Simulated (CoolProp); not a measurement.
Vapour-liquid equilibrium of R152A (1) + isobutene (2) at 0.845 MPa; x and y are mole fractions of (1).

Model: multi-fluid Helmholtz-energy mixture model, Outcalt 1996 and Lemmon 2005; pair parameters Bell 2016, in CoolProp.

Task: Give the bubble temperature and the first vapour's composition at x = 0.275, 0.5, 0.575. Is there an azeotrope?

Result: x = 0.275: 45.5 °C, y = 0.468; x = 0.5: 40.0 °C, y = 0.633; x = 0.575: 38.9 °C, y = 0.677. y crosses x between x = 0.875 and 0.95: the model has an azeotrope there.

Pair parameters are fitted to limited data, so mixtures are less certain than the pure fluids.
